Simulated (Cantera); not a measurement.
A perfectly stirred reactor is fed with H2 : O2 = 0.47 : 1 (molar parts), equivalence ratio 0.23, at 0.0267 bar; it is held at 1098 K, and followed from long to short residence time.

Model: the H2/O2 subset of GRI-Mech 3.0, which has no nitrogen chemistry, integrated in Cantera. Radical loss at walls, strong at low pressure, is not modelled. The temperature is held fixed by assumption; the heat of reaction is taken as removed at once.

One state of this run: x H2 = 0.000972; x O2 = 0.619; x O = 0.000784; x H = 0.000169; x HO2 = 1.35e-5; x OH = 0.00105. x: mole fraction; the columns are a selection and need not sum to one.

Problem. Which value of τ (s) does it belong to?
(A) 0.028
(B) 29
(C) 0.91
(D) 0.16

Solution. C, 0.91
